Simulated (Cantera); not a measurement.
An isothermal, constant-pressure homogeneous reactor starts with H₂ : O₂ = 0.46 : 2.2 (molar parts), at 1023 K and 2200 Pa.

Cantera simulation using the H2/O2 subset of GRI-Mech 3.0, which has no nitrogen chemistry; the numbers are that mechanism's predictions, not measurements. Radical loss at walls, strong at low pressure, is not modelled. The temperature is held fixed by assumption; the heat of reaction is taken as removed at once.

x: mole fraction; the columns are a selection and need not sum to one.

```json
[
 {"t (s)": "0.000700", "x H₂": "0.173", "x O₂": "0.827", "x H₂O₂": "6.35e-12", "x O": "1.54e-7", "x OH": "6.64e-8"},
 {"t (s)": "0.00182", "x H₂": "0.144", "x O₂": "0.812", "x H₂O₂": "2.41e-7", "x O": "0.00698", "x OH": "0.00275"},
 {"t (s)": "0.00474", "x H₂": "0.00477", "x O₂": "0.787", "x H₂O₂": "6.84e-7", "x O": "0.0181", "x OH": "0.00362"},
 {"t (s)": "0.0123", "x H₂": "…", "x O₂": "0.808", "x H₂O₂": "6.71e-7", "x O": "…", "x OH": "…"},
 {"t (s)": "0.0321", "x H₂": "7.27e-5", "x O₂": "0.810", "x H₂O₂": "4.07e-7", "x O": "0.000246", "x OH": "0.000319"},
 {"t (s)": "0.0837", "x H₂": "9.58e-6", "x O₂": "0.811", "x H₂O₂": "1.88e-7", "x O": "3.63e-5", "x OH": "0.000124"},
 {"t (s)": "0.218", "x H₂": "1.51e-6", "x O₂": "0.811", "x H₂O₂": "8.03e-8", "x O": "7.43e-6", "x OH": "5.65e-5"},
 {"t (s)": "0.567", "x H₂": "3.13e-7", "x O₂": "0.811", "x H₂O₂": "3.41e-8", "x O": "1.94e-6", "x OH": "2.88e-5"},
 {"t (s)": "1.48", "x H₂": "…", "x O₂": "0.811", "x H₂O₂": "…", "x O": "…", "x OH": "…"},
 {"t (s)": "3.84", "x H₂": "2.60e-8", "x O₂": "0.811", "x H₂O₂": "6.12e-9", "x O": "1.95e-7", "x OH": "9.12e-6"},
 {"t (s)": "10.0", "x H₂": "8.76e-9", "x O₂": "0.811", "x H₂O₂": "2.52e-9", "x O": "6.85e-8", "x OH": "5.39e-6"}
]
```

Task: What belongs in the gaps?

Result: 
- 0.0123, x H₂: 0.000630
- 0.0123, x O: 0.00228
- 0.0123, x OH: 0.00103
- 1.48, x H₂: 8.38e-8
- 1.48, x H₂O₂: 1.45e-8
- 1.48, x O: 5.88e-7
- 1.48, x OH: 1.58e-5
